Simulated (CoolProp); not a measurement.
Properties of n-nonane along the isotherm 600 K.

Computed with CoolProp (reference Helmholtz-energy equation of state, Lemmon 2006). It is a short technical equation, of lower accuracy than the large ones.

| p (MPa) | phase | cp (kJ/(kg K)) | speed of sound (m/s) | expansivity (1/kK) |
|---|---|---|---|---|
| 0.0722 | gas | 2.862 | 197.5 | 1.735 |
| 0.148 | gas | 2.870 | 195.3 | 1.812 |
| 0.304 | gas | 2.887 | 190.7 | 1.989 |
| 0.625 | gas | 2.931 | 180.3 | 2.450 |
| 1.28 | gas | 3.090 | 154.4 | 4.194 |
| 2.64 | supercritical | 5.725 | 103.8 | 28.75 |
| 5.41 | supercritical | 3.534 | 288.3 | 3.932 |
| 11.1 | supercritical | 3.338 | 439.3 | 2.116 |
| 22.8 | supercritical | 3.250 | 614.8 | 1.341 |

The peak of cp marks the crossing from liquid-like to gas-like fluid above the critical point.
